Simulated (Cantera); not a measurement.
## Reactions in the system H-N-O-Zr

Source: NASA polynomial tables (part measured, part estimated), evaluated in Cantera. Values are per mole of reaction as written; species without (g) are pure solids or liquids, kept so even where they would boil at 1 bar. ZrN: taken at fixed stoichiometry.

ZrN + 2 OH(g) = 2 H(g) + N(g) + ZrO2(g)

| T (K) | ΔH° (kJ) | ΔS° (J/K) | ΔG° (kJ) | log10 K |
|---|---|---|---|---|
| 300 | 909.1 | 250.1 | 834.0 | -145.21 |
| 423 | 910.1 | 252.9 | 803.1 | -99.17 |
| 448 | 910.3 | 253.4 | 796.7 | -92.89 |
| 473 | 910.5 | 253.9 | 790.4 | -87.28 |
| 498 | 910.7 | 254.3 | 784.0 | -82.24 |
| 523 | 910.9 | 254.7 | 777.7 | -77.67 |
| 548 | 911.1 | 255.0 | 771.3 | -73.52 |
| 573 | 911.3 | 255.4 | 764.9 | -69.73 |
| 598 | 911.5 | 255.7 | 758.5 | -66.26 |
| 623 | 911.7 | 256.0 | 752.1 | -63.06 |
| 648 | 911.9 | 256.3 | 745.7 | -60.11 |

2 ZrN + 4 OH(g) = 2 H2(g) + N2(g) + 2 ZrO2

```
T (K)  ΔH° (kJ)  ΔS° (J/K)  ΔG° (kJ)  log10 K
-----  --------  ---------  --------  -------
300     -1621.8     -259.1   -1544.1   268.85
423     -1621.2     -257.5   -1512.3   186.75
448     -1621.0     -256.9   -1505.9   175.57
473     -1620.7     -256.4   -1499.5   165.59
498     -1620.4     -255.8   -1493.0   156.60
523     -1620.1     -255.2   -1486.7   148.48
548     -1619.8     -254.6   -1480.3   141.10
573     -1619.5     -254.0   -1473.9   134.36
598     -1619.2     -253.5   -1467.6   128.19
623     -1618.8     -252.9   -1461.3   122.52
648     -1618.5     -252.4   -1455.0   117.28
```
